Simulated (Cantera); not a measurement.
Charge: 1 mol CH2F2, 0.062 mol H2, equilibrated at 1025 K and 0.00900 Torr.

Equilibrium computed with Cantera from the NASA thermochemical tables; the gas is ideal and each condensed phase is pure. Candidate condensed phases: C, C6H6, C7H8, C8H18; 95 gas species. Rates play no part.

Q: What is the equilibrium state?

A: 
```json
{
 "x(HF)": "0.970",
 "x(H2)": "0.0301",
 "n(C(graphite))": "1.00 mol",
 "gas_amount": "2.062 mol"
}
```
